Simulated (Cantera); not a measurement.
An adiabatic, constant-pressure homogeneous reactor starts with CH₄ : O₂ : N₂ = 1 : 1.82 : 6.84 (molar parts), at 1450 K and 0.987 atm. Integrator tolerance rtol = 1e-08.

Model: GRI-Mech 3.0 (53 species, 325 reactions), integrated in Cantera.

Q: What does this change do: pressure from 0.987 atm to 1.38 atm?

A: 
```tsv
quantity	before	after
time of steepest temperature rise	2.07 ms	1.61 ms
temperature at 3.00 s	2733 K	2757 K
equilibrium temperature	2733 K	2757 K
x(CH₄) at 3.00 s	<1e-12 (gas-phase equilibrium <1e-12)	<1e-12 (gas-phase equilibrium <1e-12)
x(O₂) at 3.00 s	0.0119 (gas-phase equilibrium 0.0119)	0.0112 (gas-phase equilibrium 0.0112)
x(CH₂) at 3.00 s	<1e-12 (gas-phase equilibrium <1e-12)	<1e-12 (gas-phase equilibrium <1e-12)
x(C₂H) at 3.00 s	<1e-12 (gas-phase equilibrium <1e-12)	<1e-12 (gas-phase equilibrium <1e-12)
x(H₂O₂) at 3.00 s	1.93e-7 (gas-phase equilibrium 1.93e-7)	2.34e-7 (gas-phase equilibrium 2.34e-7)
x(NO) at 3.00 s	0.00735 (gas-phase equilibrium 0.00735)	0.00740 (gas-phase equilibrium 0.00740)
```
